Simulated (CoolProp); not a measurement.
Vapour-liquid equilibrium of R22 (1) + R113 (2) at 331 K; x and y are mole fractions of (1).

Values from CoolProp's multi-fluid Helmholtz-energy mixture model, Kamei 1995 and Marx 1992; pair parameters Bell 2016.

```csv
x,"bubble pressure, mixture model (MPa)","bubble pressure, Raoult's law (MPa)","y, mixture model","y, Raoult's law"
0.05,0.2438,0.2494,0.431,0.464
0.15,0.4607,0.4670,0.711,0.744
0.25,0.6818,0.6846,0.814,0.846
0.35,0.8988,0.9022,0.867,0.899
0.45,1.107,1.120,0.900,0.931
0.55,1.308,1.337,0.923,0.953
0.65,1.506,1.555,0.941,0.968
0.75,1.709,1.772,0.957,0.980
0.85,1.927,1.990,0.973,0.989
0.95,2.175,2.208,0.990,0.997
```

The largest gap from Raoult's law is -3.6 % in bubble pressure, at x = 0.75. No azeotrope shows between x = 0.05 and 0.95.

Pair parameters are fitted to limited data, so mixtures are less certain than the pure fluids.
